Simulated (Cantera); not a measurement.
A closed system holds: 1 mol Fe3O4, 4.9 mol CH4, 7.4 mol H2, held at 1.33 mbar.

These are equilibrium values from Cantera (NASA tables, ideal gas, pure condensed phases), not measurements of a reactor. Candidate condensed phases: C, C6H6, C7H8, C8H18, Fe, Fe(CO)5, FeO, Fe(OH)2, Fe(OH)3, Fe2O3, Fe3O4, H2O; 114 gas species. Rates play no part.

Question: At 1750 °C, list the 5 most abundant gas species with their mole fractions, and the condensed phases.

Answer: H2 0.674, CO 0.162, Fe 0.121, H 0.0427, C2H2 (acetylene) 0.000602. Condensed: C(graphite).
